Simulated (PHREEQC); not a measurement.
Consider water at 20 °C with 0.011 mol LiOH, 0.0032 mol CO2 and 0.038 mol Na2CO3 per kg of water. Closed to the air; pH follows from the charge balance.

All values are PHREEQC results (ion-association model, phreeqc.dat), not measurements.

* **pH**: 11.76
* **ionic strength**: 0.106 mol/kgw
* **specific conductance**: 6300 µS/cm
* **density**: 1.003 g/cm³
* **total alkalinity**: 87.0 meq/kg

| species | molality | activity | log γ |
|---|---|---|---|
| Na+ | 0.0652 | 0.0511 | -0.106 |
| CO3-2 | 0.0298 | 0.0114 | -0.418 |
| Li+ | 0.0110 | 0.00873 | -0.100 |
| NaCO3- | 0.0108 | 0.00839 | -0.108 |
| OH- | 0.00521 | 0.00395 | -0.120 |
| HCO3- | 0.000595 | 0.000468 | -0.104 |
| NaHCO3 | 1.35e-5 | 1.38e-5 | 0.011 |
| CO2 | 1.90e-9 | 1.95e-9 | 0.011 |

Precipitation was switched off in this run. Complexes and solids missing from the database can't appear.
